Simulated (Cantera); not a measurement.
A closed system holds: 1 mol TEOS, 5.9 mol NO, 4.3 mol H₂, held at 7.80 Pa.

These are equilibrium values from Cantera (NASA tables, ideal gas, pure condensed phases), not measurements of a reactor. Candidate condensed phases: C, C₆H₆, C₇H₈, C₈H₁₈, H₂O, Si, SiC, SiO₂, Si₂N₂O, Si₃N₄; 151 gas species. The feed counts by its element totals alone. Mutual solubility and eutectic melting of coexisting phases are not modelled. The tables hold silica as quartz up to 1696 K and as liquid above; real silica turns to tridymite and cristobalite and melts near 1996 K. Equilibrium is a limit: real reactors are often held back by kinetics, nucleation or transport.

x: gas mole fraction; n: condensed amount in mol.

```csv
T (K),x H₂,x CO,x H,x N₂,x CO₂,x H₂O,x SiO,n C(graphite),n SiO₂(α-quartz),n SiO₂(β-quartz),n Si₂N₂O(s)
600,0.617,0.0544,<1e-12,0.139,0.133,0.0533,<1e-12,3.98,1.00,0,0
750,0.570,0.306,[?],0.118,[?],[?],<1e-12,[?],1.00,0,0
900,0.569,0.314,9.98e-9,0.117,4.29e-5,3.38e-5,<1e-12,0.102,0,1.00,0
1050,0.569,0.314,6.92e-7,0.117,1.65e-6,2.53e-6,3.44e-8,0.1000,0,1.000,0
1200,0.567,0.317,1.68e-5,0.116,1.65e-6,4.06e-6,5.58e-5,0,0,0.933,0.0329
1350,0.564,0.316,[?],0.116,[?],[?],[?],0,0,0.899,0
1500,0.560,0.314,0.00149,0.116,0.000423,0.00195,0.00631,0,0,0.840,0
1650,0.524,0.303,0.00744,0.113,0.00373,0.0207,0.0283,0,0,0.261,0
1800,0.494,0.296,0.0285,0.111,0.00457,0.0291,0.0375,0,0,0,0
1950,0.449,0.287,0.0870,0.107,0.00409,0.0281,0.0364,0,0,0,0
2100,0.356,0.268,0.211,0.100,0.00372,0.0244,0.0340,0,0,0,0
```

Task: Complete the blanks.

Result: 
- 1350, x H: 0.000203
- 1350, x CO₂: 7.05e-6
- 1350, x H₂O: 2.48e-5
- 1350, x SiO: 0.00398
- 750, x H: 2.71e-11
- 750, x CO₂: 0.00408
- 750, x H₂O: 0.00124
- 750, n C(graphite): 0.231
